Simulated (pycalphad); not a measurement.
Freezing of Ti-Si alloys with rising Si

Computed with pycalphad from the COST 507 light-alloy database (1999), at 1 atm. The data set is of 1999 and partly superseded. Amounts are mole fractions of atoms.

Scheil-Gulliver runs (no diffusion in the solid, steps of 4 K) beside full equilibrium.

```json
[
 {"alloy": "Ti-2.502Si (wt.%)", "liquidus (°C)": "1595", "Scheil, half solid (°C)": "1523", "Scheil, 80 % solid (°C)": "at the invariant end", "Scheil, invariant end (°C)": "1340", "liquid left at that end": "0.25", "equilibrium solidus (°C)": "1359"},
 {"alloy": "Ti-5.093Si (wt.%)", "liquidus (°C)": "1502", "Scheil, half solid (°C)": "at the invariant end", "Scheil, 80 % solid (°C)": "at the invariant end", "Scheil, invariant end (°C)": "1340", "liquid left at that end": "0.56", "equilibrium solidus (°C)": "1340"},
 {"alloy": "Ti-10.57Si (wt.%)", "liquidus (°C)": "1512", "Scheil, half solid (°C)": "at the invariant end", "Scheil, 80 % solid (°C)": "at the invariant end", "Scheil, invariant end (°C)": "1340", "liquid left at that end": "0.84", "equilibrium solidus (°C)": "1340"}
]
```
